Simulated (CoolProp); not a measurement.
Values from CoolProp's reference Helmholtz-energy equation of state, Akasaka 2015.

**Question.** For R245fa, give the phase and the cp (kJ/(kg K)), speed of sound (m/s), expansivity (1/kK) at -27.75 °C and 38.9 bar; 114.45 °C and 77.2 bar.

**Answer.** 
- -27.75 °C and 38.9 bar: liquid; cp 1.21, speed of sound 912, expansivity 1.58
- 114.45 °C and 77.2 bar: liquid; cp 1.53, speed of sound 402, expansivity 3.25
